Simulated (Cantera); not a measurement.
A closed system holds: 1 mol B2H6, 0.14 mol O2, 4.3 mol H2, 0.00037 mol N2, equilibrated at 2200 Pa.

These are equilibrium values from Cantera (NASA tables, ideal gas, pure condensed phases), not measurements of a reactor. Candidate condensed phases: B, BN, B2O3, B3O3H3, H2O; 39 gas species. The feed counts by its element totals alone. N2 is the only nitrogen source here; it is nearly inert below about 1500 K, so the nitride shown seldom forms there in practice. Mutual solubility and eutectic melting of coexisting phases are not modelled. Rates play no part.

x: gas mole fraction; n: condensed amount in mol.

```json
[
 {"T (°C)": "502", "x H2": "0.999", "x HBO": "3.83e-9", "x B2O2": "<1e-12", "x B3O3H3": "0.000577", "x B2O3": "<1e-12", "x HBO2": "2.93e-12", "x H": "?", "n B(s)": "1.81", "n BN(s)": "0.000740", "n B2O3(l)": "0.0891"},
 {"T (°C)": "577", "x H2": "0.999", "x HBO": "7.03e-8", "x B2O2": "<1e-12", "x B3O3H3": "0.000710", "x B2O3": "<1e-12", "x HBO2": "1.06e-10", "x H": "?", "n B(s)": "1.81", "n BN(s)": "0.000740", "n B2O3(l)": "0.0881"},
 {"T (°C)": "652", "x H2": "0.999", "x HBO": "7.93e-7", "x B2O2": "6.18e-11", "x B3O3H3": "0.000817", "x B2O3": "3.10e-12", "x HBO2": "2.08e-9", "x H": "?", "n B(s)": "1.81", "n BN(s)": "0.000740", "n B2O3(l)": "0.0874"},
 {"T (°C)": "727", "x H2": "0.999", "x HBO": "6.15e-6", "x B2O2": "2.23e-9", "x B3O3H3": "0.000899", "x B2O3": "1.52e-10", "x HBO2": "2.56e-8", "x H": "?", "n B(s)": "1.81", "n BN(s)": "0.000740", "n B2O3(l)": "0.0868"},
 {"T (°C)": "802", "x H2": "0.999", "x HBO": "3.55e-5", "x B2O2": "4.78e-8", "x B3O3H3": "0.000959", "x B2O3": "4.26e-9", "x HBO2": "2.19e-7", "x H": "?", "n B(s)": "1.81", "n BN(s)": "0.000740", "n B2O3(l)": "0.0863"},
 {"T (°C)": "877", "x H2": "0.999", "x HBO": "0.000162", "x B2O2": "6.79e-7", "x B3O3H3": "0.000998", "x B2O3": "7.56e-8", "x HBO2": "1.39e-6", "x H": "?", "n B(s)": "1.80", "n BN(s)": "0.000740", "n B2O3(l)": "0.0856"},
 {"T (°C)": "952", "x H2": "0.998", "x HBO": "0.000607", "x B2O2": "6.89e-6", "x B3O3H3": "0.00102", "x B2O3": "9.31e-7", "x HBO2": "6.97e-6", "x H": "?", "n B(s)": "1.80", "n BN(s)": "0.000740", "n B2O3(l)": "0.0843"},
 {"T (°C)": "1027", "x H2": "0.997", "x HBO": "0.00195", "x B2O2": "5.30e-5", "x B3O3H3": "0.00103", "x B2O3": "8.46e-6", "x HBO2": "2.87e-5", "x H": "?", "n B(s)": "1.80", "n BN(s)": "0.000740", "n B2O3(l)": "0.0806"},
 {"T (°C)": "1102", "x H2": "0.993", "x HBO": "0.00545", "x B2O2": "0.000323", "x B3O3H3": "0.00102", "x B2O3": "5.98e-5", "x HBO2": "0.000100", "x H": "?", "n B(s)": "1.79", "n BN(s)": "0.000740", "n B2O3(l)": "0.0700"},
 {"T (°C)": "1177", "x H2": "0.983", "x HBO": "0.0136", "x B2O2": "0.00162", "x B3O3H3": "0.00100", "x B2O3": "0.000342", "x HBO2": "0.000304", "x H": "?", "n B(s)": "1.76", "n BN(s)": "0.000739", "n B2O3(l)": "0.0404"}
]
```

Problem. What belongs in the gaps?

Solution. 
- 502, x H: 6.68e-12
- 577, x H: 1.38e-10
- 652, x H: 1.75e-9
- 727, x H: 1.53e-8
- 802, x H: 9.89e-8
- 877, x H: 5.03e-7
- 952, x H: 2.10e-6
- 1027, x H: 7.45e-6
- 1102, x H: 2.30e-5
- 1177, x H: 6.32e-5
